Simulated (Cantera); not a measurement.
An isothermal, constant-pressure homogeneous reactor starts with NO : N2 = 1 : 0.1 (molar parts), at 1675 K and 10.00 Torr. Integrator tolerance rtol = 1e-08.

Model: GRI-Mech 3.0 (53 species, 325 reactions), integrated in Cantera. Radical loss at walls, strong at low pressure, is not modelled.

Question: What does this change do: pressure from 10.00 Torr to 39.8 Torr?

Answer: 
```csv
quantity,before,after
x(NO) at 20.0 s,0.875 (gas-phase equilibrium 0.00323),0.793 (gas-phase equilibrium 0.00323)
x(O) at 20.0 s,5.96e-5 (gas-phase equilibrium 0.000200),4.09e-5 (gas-phase equilibrium 0.000100)
x(N2) at 20.0 s,0.108 (gas-phase equilibrium 0.544),0.149 (gas-phase equilibrium 0.544)
x(N2O) at 20.0 s,0.000241 (gas-phase equilibrium 1.82e-8),0.000208 (gas-phase equilibrium 3.62e-8)
x(O2) at 20.0 s,0.0167 (gas-phase equilibrium 0.453),0.0578 (gas-phase equilibrium 0.453)
x(NO2) at 20.0 s,8.59e-5 (gas-phase equilibrium 1.81e-6),0.000310 (gas-phase equilibrium 3.62e-6)
```
